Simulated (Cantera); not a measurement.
A Cantera script and its output.

```python
import numpy as np
import cantera as ct

surf = ct.Interface("ptcombust.yaml", "Pt_surf")
gas = surf.adjacent["gas"]
gas.TPX = 1248, 94000, {'CH4': 0.0026, 'O2': 0.16, 'N2': 0.79}
surf.TP = 1248, 94000
reactor = ct.FlowReactor(gas, clone=False)
reactor.area = 0.0001  # m2
reactor.surface_area_to_volume_ratio = 2300  # 1/m
reactor.mass_flow_rate = 4.9 * reactor.area * gas.density  # inlet velocity 4.9 m/s
reactor.energy_enabled = False
wall = ct.ReactorSurface(surf, reactor, clone=False)
net = ct.ReactorNet([reactor])
net.rtol, net.atol = 1e-8, 1e-16
show, cover = ['CH4', 'O2', 'H2O', 'CO2', 'CO'], ['PT(S)', 'H(S)', 'O(S)', 'OH(S)', 'CO(S)', 'C(S)']

rows = []
print(f"{'z/m':>9s}{'u/(m/s)':>9s}" + "".join(f"{s:>13s}" for s in show + cover))
for z in [0.00037, 0.00062, 0.001, 0.0017, 0.0029, 0.0048, 0.008, 0.013, 0.022, 0.037]:
    net.advance(z)
    rows.append([reactor.speed, *gas[show].X, *surf[cover].coverages])
    print(f"{z:9.4g}{rows[-1][0]:9.3g}" + "".join(f"{x:13.4e}" for x in rows[-1][1:]))
```

Output:

```
      z/m  u/(m/s)          CH4           O2          H2O          CO2           CO        PT(S)         H(S)         O(S)        OH(S)        CO(S)         C(S)
  0.00037      4.9   2.5073e-03   1.6752e-01   4.4198e-04   2.1700e-04   3.7559e-06   4.3914e-01   6.5612e-07   5.6061e-01   2.4796e-04   1.8049e-06   3.0872e-08
  0.00062      4.9   2.3671e-03   1.6724e-01   7.2047e-04   3.5614e-04   3.5475e-06   4.3919e-01   8.0600e-07   5.6050e-01   3.0461e-04   1.7048e-06   2.9159e-08
    0.001      4.9   2.1684e-03   1.6685e-01   1.1147e-03   5.5294e-04   3.2526e-06   4.3927e-01   9.7989e-07   5.6036e-01   3.7025e-04   1.5630e-06   2.6729e-08
   0.0017      4.9   1.8440e-03   1.6621e-01   1.7573e-03   8.7345e-04   2.7720e-06   4.3941e-01   1.2114e-06   5.6013e-01   4.5750e-04   1.3311e-06   2.2756e-08
   0.0029      4.9   1.3949e-03   1.6532e-01   2.6456e-03   1.3158e-03   2.1085e-06   4.3962e-01   1.4734e-06   5.5982e-01   5.5599e-04   1.0095e-06   1.7242e-08
   0.0048      4.9   8.9466e-04   1.6433e-01   3.6349e-03   1.8077e-03   1.3700e-06   4.3987e-01   1.7198e-06   5.5948e-01   6.4829e-04   6.5034e-07   1.1080e-08
    0.008      4.9   4.2205e-04   1.6339e-01   4.5716e-03   2.2732e-03   6.7093e-07   4.4011e-01   1.9251e-06   5.5916e-01   7.2494e-04   3.0969e-07   5.2365e-09
    0.013      4.9   1.3005e-04   1.6281e-01   5.1552e-03   2.5643e-03   2.3432e-07   4.4027e-01   2.0430e-06   5.5896e-01   7.6885e-04   9.8191e-08   1.6155e-09
    0.022      4.9   1.5579e-05   1.6257e-01   5.3915e-03   2.6854e-03   5.2240e-08   4.4033e-01   2.0890e-06   5.5888e-01   7.8594e-04   1.4101e-08   1.9362e-10
    0.037      4.9   4.5295e-07   1.6253e-01   5.4329e-03   2.7097e-03   1.4821e-08   4.4035e-01   2.0970e-06   5.5886e-01   7.8891e-04   1.6943e-09   5.6298e-12
```

Model: Deutschmann's 1995 Pt surface mechanism with GRI-Mech 3.0 gas chemistry, integrated in Cantera. Catalytic surfaces can have several steady states; this one follows from the mechanism file's or the stated starting coverage. Mass transfer to the wall is taken as infinitely fast.
